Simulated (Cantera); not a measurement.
Titanium nitride, carbide and oxide coatings: Ti + H2O + H2

Input: 1 mol Ti, 9.3 mol H2O, a varied amount of H2, at 1950 K and 0.000190 bar.

Method: chemical equilibrium by Gibbs-energy minimisation in Cantera with the NASA 1993 tables (ideal gas, pure condensed phases). Candidate condensed phases: H2O, Ti, TiO, TiO2, Ti2O3, Ti3O5, Ti4O7; 12 gas species. Kinetics and transport are ignored.

| n(H2) (mol) | x H2 | x H2O | x H | x OH | x O2 | x O | x TiO2 | n TiO2(rutile) |
|---|---|---|---|---|---|---|---|---|
| 1.2 | 0.282 | 0.662 | 0.0441 | 0.00942 | 0.00111 | 0.00109 | 0.000446 | 0.995 |
| 4.8 | 0.443 | 0.495 | 0.0554 | 0.00561 | 0.000252 | 0.000519 | 0.000446 | 0.993 |
| 8.3 | 0.538 | 0.396 | 0.0610 | 0.00408 | 0.000110 | 0.000343 | 0.000446 | 0.992 |
| 12 | 0.604 | 0.327 | 0.0646 | 0.00318 | 5.92e-5 | 0.000252 | 0.000446 | 0.990 |
| 15 | 0.643 | 0.287 | 0.0667 | 0.00270 | 4.01e-5 | 0.000207 | 0.000446 | 0.988 |
| 19 | 0.682 | 0.246 | 0.0687 | 0.00225 | 2.63e-5 | 0.000168 | 0.000446 | 0.987 |
| 22 | 0.705 | 0.223 | 0.0698 | 0.00200 | 2.01e-5 | 0.000147 | 0.000446 | 0.985 |
x: gas mole fraction; n: condensed amount in mol.

From 1.2 mol H2 to 22 mol H2 the condensed part is TiO2(rutile). The main Ti-bearing gas is TiO2 throughout. The share of Ti in condensed phases is highest at 1.2 mol H2 (99.5 %) and lowest at 22 mol H2 (98.5 %).
